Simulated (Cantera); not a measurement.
Input: 1 mol HgO, 11 mol N2, held at 275 °C and 0.00580 bar.

Cantera equilibrium calculation (NASA polynomials, part measured and part estimated; ideal gas, pure solids and liquids). Candidate condensed phases: Hg, HgO; 10 gas species. Equilibrium is a limit: real reactors are often held back by kinetics, nucleation or transport.

Base state: N2 0.880, Hg 0.0800, O2 0.0400 (mole fractions); condensed: gas only.

**Question.** What changes in the equilibrium state with this change: HgO replaced by Hg?

**Answer.** 
```
species  before   after
-------  ------  ------
N2        0.880   0.917
Hg       0.0800  0.0833
O2       0.0400       0
```
